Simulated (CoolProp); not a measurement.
The fluid at 134.98 K and 10.4 MPa is throttled through a valve to 5.34 MPa with no heat exchange. The same conditions are run with several fluids, on thermodynamics alone (safety and materials aside).

Values from CoolProp's reference Helmholtz-energy equation of state of each fluid (fluorine: de Reuck 1990; vinyl chloride: Thol 2022; isohexane: Lemmon 2006; propylene: Lemmon 2013; ethylene: Smukala 2000).

Task: Rank fluorine, vinyl chloride, isohexane, propylene, ethylene by temperature change (K), highest first.

Result: isohexane (+3.1), propylene (+2.7), ethylene (+2.5), vinyl chloride (+1.9), fluorine (-1.3)

```csv
fluid,final density (kg/m³)
fluorine,1080
vinyl chloride,1200
isohexane,792
propylene,714
ethylene,615
```
